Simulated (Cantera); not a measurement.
Stirred combustor or abatement burner

A perfectly stirred reactor is fed with CO : H2 : CH4 : O2 : N2 = 1 : 1 : 0.24 : 2.31 : 8.7 (molar parts), at 233 Torr; it is adiabatic with a 550 K inlet, and is followed from long to short residence time, starting on the burning branch (τ in s: 0.15, 0.064, 0.028, 0.012, 0.0052, 0.0023, 0.00099, 0.00043, 0.00019, 8.1e-05).

Model: GRI-Mech 3.0 (53 species, 325 reactions), integrated in Cantera.

```tsv
τ (s)	T (K)	x CO	x H2	x CH4	x H	x NO	x OH
0.15	2051	0.00395	0.000971	1.18e-6	0.000362	0.000535	0.00479
0.064	2023	0.00596	0.00150	2.08e-6	0.000722	0.000300	0.00580
0.028	1979	0.00882	0.00232	3.59e-6	0.00146	0.000159	0.00689
0.012	1917	0.0125	0.00348	6.44e-6	0.00291	7.90e-5	0.00791
0.0052	1836	0.0167	0.00493	1.21e-5	0.00542	4.50e-5	0.00855
0.0023	1740	0.0210	0.00650	2.41e-5	0.00926	3.19e-5	0.00862
0.00099	1622	0.0263	0.00810	5.54e-5	0.0146	2.29e-5	0.00795
0.00043	1484	0.0356	0.00975	0.000155	0.0197	1.30e-5	0.00651
0.00019	1311	0.0557	0.0145	0.000673	0.0197	3.67e-6	0.00438
8.1e-5	550	0.0755	0.0755	0.0181	<1e-12	<1e-12	<1e-12
```
x: mole fraction; the columns are a selection and need not sum to one.
